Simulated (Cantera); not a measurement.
A Cantera script and its output.

```python
import numpy as np
import cantera as ct

surf = ct.Interface("ptcombust.yaml", "Pt_surf")
gas = surf.adjacent["gas"]
gas.TPX = 300, 17000, {'CH4': 0.065, 'O2': 0.082, 'N2': 0.79}
jet = ct.ImpingingJet(gas=gas, width=0.096, surface=surf)
jet.inlet.mdot, jet.inlet.T, jet.inlet.X = 0.12, 300, {'CH4': 0.065, 'O2': 0.082, 'N2': 0.79}
jet.set_refine_criteria(ratio=10, slope=0.2, curve=0.3)
show, cover = ['CH4', 'O2', 'H2O', 'OH', 'CO', 'CO2'], ["PT(S)", "H(S)", "O(S)", "OH(S)", "CO(S)", "C(S)"]

rows = []
print(f"{'Ts/K':>7s}" + "".join(f"{s:>11s}" for s in show + cover) + "   (gas at the wall, coverages)")
for i, Ts in enumerate([850, 900, 950, 1000, 1050, 1100, 1150, 1200]):
    jet.surface.T = Ts
    if i == 0:
        surf.TP = Ts, 17000
        surf.coverages = "PT(S):0.5, O(S):0.5"
        surf.advance_coverages(1.0)
        jet.set_initial_guess(products="inlet")
    jet.solve(loglevel=0, auto=(i == 0))
    rows.append([*(jet.X[gas.species_index(s), -1] for s in show), *surf[cover].coverages])
    print(f"{Ts:7g}" + "".join(f"{x:11.3e}" for x in rows[-1]))
```

Result:

```
   Ts/K        CH4         O2        H2O         OH         CO        CO2      PT(S)       H(S)       O(S)      OH(S)      CO(S)       C(S)   (gas at the wall, coverages)
    850  1.977e-02  6.411e-03  9.083e-02  3.963e-11  4.736e-02  5.276e-03  3.008e-01  1.044e-04  1.085e-05  1.963e-05  6.795e-01  1.963e-02
    900  1.690e-02  5.565e-03  9.303e-02  1.993e-11  5.460e-02  2.506e-04  3.345e-01  1.077e-03  4.404e-07  2.343e-06  3.511e-01  3.133e-01
    950  1.231e-02  4.119e-03  9.096e-02  4.826e-11  5.935e-02  1.969e-04  4.037e-01  2.039e-03  2.615e-07  1.712e-06  2.236e-01  3.706e-01
   1000  6.006e-03  2.122e-03  8.792e-02  1.656e-10  6.544e-02  5.817e-04  5.848e-01  2.845e-03  3.935e-07  2.436e-06  2.277e-01  1.846e-01
   1050  3.519e-03  1.335e-03  8.553e-02  6.459e-10  6.655e-02  2.243e-03  7.596e-01  2.956e-03  1.025e-06  3.981e-06  1.858e-01  5.162e-02
   1100  2.729e-03  1.089e-03  8.253e-02  2.211e-09  6.439e-02  5.690e-03  8.630e-01  2.781e-03  2.380e-06  5.538e-06  1.179e-01  1.630e-02
   1150  2.410e-03  9.970e-04  7.857e-02  6.550e-09  6.040e-02  1.070e-02  9.231e-01  2.568e-03  4.715e-06  6.867e-06  6.816e-02  6.160e-03
   1200  2.280e-03  9.692e-04  7.404e-02  1.727e-08  5.545e-02  1.661e-02  9.569e-01  2.361e-03  8.311e-06  7.930e-06  3.809e-02  2.674e-03
```

Model: Deutschmann's 1995 Pt surface mechanism with GRI-Mech 3.0 gas chemistry, integrated in Cantera. Catalytic surfaces can have several steady states; this one follows from the mechanism file's or the stated starting coverage.
